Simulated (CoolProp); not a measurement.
Properties of R1132(E) along the isobar 101 kPa.

Values from CoolProp's reference Helmholtz-energy equation of state, Akasaka 2024.

```tsv
T (°C)	phase	density (kg/m³)	Joule-Thomson coefficient (K/MPa)	expansivity (1/kK)	fugacity coefficient
25.45	gas	2.636	15.83	3.482	0.9885
39.95	gas	2.509	13.80	3.302	0.9902
54.35	gas	2.395	12.14	3.142	0.9916
68.85	gas	2.291	10.76	2.998	0.9928
83.35	gas	2.196	9.599	2.867	0.9937
97.85	gas	2.108	8.615	2.748	0.9945
112.35	gas	2.028	7.772	2.639	0.9952
126.85	gas	1.953	7.043	2.538	0.9958
```
